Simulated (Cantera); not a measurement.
Diamond growth

A diamond (100) surface in a fixed gas of H2 with x(CH4) = 0.0094, x(H) = 0.0039, x(CH3) = 0.00063, at 925 K; coverages are run to steady state.

Detailed kinetics in Cantera: the Harris–Goodwin 1993 mechanism for the reconstructed diamond (100) surface.

```csv
P (Pa),growth (µm/h),θ c6HH,θ c6H*,θ c6*H,θ c6**,θ c6HM
860,1.63,0.583,0.0106,0.274,0.00454,0.101
1500,2.88,0.582,0.0106,0.273,0.00453,0.102
2600,5.03,0.581,0.0106,0.273,0.00453,0.103
4500,8.74,0.581,0.0106,0.272,0.00453,0.104
7900,15.4,0.580,0.0106,0.272,0.00453,0.104
14000,27.3,0.580,0.0107,0.272,0.00453,0.104
24000,46.9,0.580,0.0107,0.272,0.00454,0.104
42000,82.2,0.580,0.0108,0.272,0.00455,0.104
```
θ: site fractions in the mechanism's names (c6HH fully hydrogenated, c6H* and c6*H radical sites, c6** diradical, c6HM methylated).
